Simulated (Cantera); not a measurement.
# Thermodynamics of silicon nitride deposition, feed trisilylamine + NH₃ + N₂

A closed system holds: 1 mol trisilylamine, 15 mol NH₃, 31 mol N₂, held at 875 °C and 533 Torr.

Method: chemical equilibrium by Gibbs-energy minimisation in Cantera with the NASA 1993 tables (ideal gas, pure condensed phases). Candidate condensed phases: Si, Si₃N₄; 18 gas species. The feed counts by its element totals alone. Equilibrium is a limit: real reactors are often held back by kinetics, nucleation or transport.

x(N₂): 0.578
x(H₂): 0.422
x(NH₃): 3.64e-5
n(Si₃N₄(s)): 1.00 mol
gas amount: 64.00 mol
log10 activity of Si(s) (absent): -5.26
